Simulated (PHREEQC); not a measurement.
**Metal-bearing waste water (model solution)**

Consider water at 25 °C with 0.051 mol/kgw MnSO4, 4.6e-05 mol/kgw NaF and 0.00031 mol/kgw Na2SO4. Closed to the air; pH follows from the charge balance.

Computed with PHREEQC (ion-association model, wateq4f.dat).

Each row changes one thing in this solution. This is a speciation only: nothing precipitates in the calculation.

```
case                                    pH  ionic strength (mol/kgw)  SO4-2 (mol/kgw)  Mn+2 (mol/kgw)  MnSO4 (mol/kgw)  Na+ (mol/kgw)  SI of Mirabilite (Na2SO4:10H2O)
------------------------------------  ----  ------------------------  ---------------  --------------  ---------------  -------------  -------------------------------
as made                               6.41                     0.121           0.0304          0.0301           0.0209       0.000633                            -7.49
NaF from 4.6e-05 to 4.14e-05 mol/kgw  6.41                     0.121           0.0304          0.0301           0.0209       0.000628                            -7.50
MnSO4 from 0.051 to 0.51 mol/kgw      6.28                     0.965            0.241           0.241            0.269       0.000552                            -7.17
temperature from 25 to 15 °C          6.57                     0.128           0.0322          0.0319           0.0191       0.000633                            -6.98
MnSO4 from 0.051 to 0.0255 mol/kgw    6.46                    0.0665           0.0167          0.0164          0.00910       0.000643                            -7.61
0.013 mol/kgw HNO3 added              2.26                     0.131           0.0264          0.0324           0.0186       0.000638                            -7.56
```

The ionic strength passes 0.7 mol/kgw, the rough limit of the ion-association models, in MnSO4 from 0.051 to 0.51 mol/kgw.
